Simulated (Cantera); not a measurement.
Input: 1 mol SiHCl₃, 0.064 mol Cl₂, 44 mol H₂, equilibrated at 0.133 bar.

Equilibrium computed with Cantera from the NASA thermochemical tables; the gas is ideal and each condensed phase is pure. Candidate condensed phases: Si; 19 gas species. The tables' values for SiCl₃ are old estimates; treat these amounts as uncertain. Rates play no part.

x: gas mole fraction; n: condensed amount in mol.

```
T (K)   x H₂    x HCl   x SiCl₄   x SiCl₂  n Si(s)
-----  -----  -------  --------  --------  -------
823    0.979  0.00183    0.0112   3.78e-6        ?
923    0.977  0.00556    0.0106   4.54e-5        ?
1023   0.971   0.0131   0.00907  0.000314        ?
1123   0.962   0.0249   0.00633   0.00136        ?
1223   0.952   0.0379   0.00301   0.00367        ?
1323   0.945   0.0463  0.000857   0.00621    0.583
1423   0.942   0.0491  0.000184   0.00770    0.594
1523   0.942   0.0494   4.07e-5   0.00849    0.586
1623   0.941   0.0492   1.04e-5   0.00898    0.574
```

**Question.** What belongs in the gaps?

**Answer.** 
- 823, n Si(s): 0.148
- 923, n Si(s): 0.194
- 1023, n Si(s): 0.282
- 1123, n Si(s): 0.405
- 1223, n Si(s): 0.522
